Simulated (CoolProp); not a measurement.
Vapour-liquid equilibrium of acetone (1) + cyclohexane (2) at 379.2 K; x and y are mole fractions of (1).

The numbers come from the multi-fluid Helmholtz-energy mixture model, Lemmon 2006 and Zhou 2014; pair parameters Bell 2016 in CoolProp.

```json
[
 {"x": "0.05", "bubble pressure (MPa)": "0.2643", "y at the bubble point": "0.246", "dew pressure at overall composition x (MPa)": "0.2146", "liquid density (mol/L)": "8.328"},
 {"x": "0.125", "bubble pressure (MPa)": "0.3251", "y at the bubble point": "0.413", "dew pressure at overall composition x (MPa)": "0.2314", "liquid density (mol/L)": "8.476"},
 {"x": "0.2", "bubble pressure (MPa)": "0.3641", "y at the bubble point": "0.497", "dew pressure at overall composition x (MPa)": "0.2508", "liquid density (mol/L)": "8.637"},
 {"x": "0.275", "bubble pressure (MPa)": "0.3900", "y at the bubble point": "0.550", "dew pressure at overall composition x (MPa)": "0.2734", "liquid density (mol/L)": "8.814"},
 {"x": "0.35", "bubble pressure (MPa)": "0.4081", "y at the bubble point": "0.588", "dew pressure at overall composition x (MPa)": "0.2997", "liquid density (mol/L)": "9.009"},
 {"x": "0.425", "bubble pressure (MPa)": "0.4217", "y at the bubble point": "0.620", "dew pressure at overall composition x (MPa)": "0.3304", "liquid density (mol/L)": "9.225"},
 {"x": "0.5", "bubble pressure (MPa)": "0.4323", "y at the bubble point": "0.649", "dew pressure at overall composition x (MPa)": "0.3653", "liquid density (mol/L)": "9.463"},
 {"x": "0.575", "bubble pressure (MPa)": "0.4408", "y at the bubble point": "0.679", "dew pressure at overall composition x (MPa)": "0.4020", "liquid density (mol/L)": "9.726"},
 {"x": "0.65", "bubble pressure (MPa)": "0.4474", "y at the bubble point": "0.713", "dew pressure at overall composition x (MPa)": "0.4325", "liquid density (mol/L)": "10.02"},
 {"x": "0.725", "bubble pressure (MPa)": "0.4518", "y at the bubble point": "0.751", "dew pressure at overall composition x (MPa)": "0.4491", "liquid density (mol/L)": "10.34"},
 {"x": "0.8", "bubble pressure (MPa)": "0.4533", "y at the bubble point": "?", "dew pressure at overall composition x (MPa)": "0.4533", "liquid density (mol/L)": "10.69"},
 {"x": "0.875", "bubble pressure (MPa)": "0.4509", "y at the bubble point": "0.858", "dew pressure at overall composition x (MPa)": "?", "liquid density (mol/L)": "11.08"},
 {"x": "0.95", "bubble pressure (MPa)": "?", "y at the bubble point": "0.935", "dew pressure at overall composition x (MPa)": "0.4410", "liquid density (mol/L)": "11.50"}
]
```

Problem. Fill in the missing entries.

Solution. 
- 0.8, y at the bubble point: 0.799
- 0.875, dew pressure at overall composition x (MPa): 0.4495
- 0.95, bubble pressure (MPa): 0.4430

y crosses x between x = 0.725 and 0.8: the model has an azeotrope there.

The pair parameters rest on a limited set of measurements; away from them the model extrapolates.
